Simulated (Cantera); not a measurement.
An isothermal, constant-pressure homogeneous reactor starts with NO : N2 = 1 : 8.2 (molar parts), at 2100 K and 0.170 bar. Integrator tolerance rtol = 1e-08.

Computed with Cantera and GRI-Mech 3.0 (53 species, 325 reactions).

Q: What does this change do: temperature 2100 to 1873 K?

A: 
```tsv
quantity	before	after
x(NO) at 200 s	0.00540 (gas-phase equilibrium 0.00540)	0.00326 (gas-phase equilibrium 0.00291)
x(O2) at 200 s	0.0512 (gas-phase equilibrium 0.0512)	0.0526 (gas-phase equilibrium 0.0528)
x(O) at 200 s	0.000768 (gas-phase equilibrium 0.000768)	0.000132 (gas-phase equilibrium 0.000133)
x(NO2) at 200 s	1.61e-6 (gas-phase equilibrium 1.61e-6)	1.45e-6 (gas-phase equilibrium 1.30e-6)
x(N2) at 200 s	0.943 (gas-phase equilibrium 0.943)	0.944 (gas-phase equilibrium 0.944)
x(N2O) at 200 s	1.36e-7 (gas-phase equilibrium 1.36e-7)	7.54e-8 (gas-phase equilibrium 7.47e-8)
```
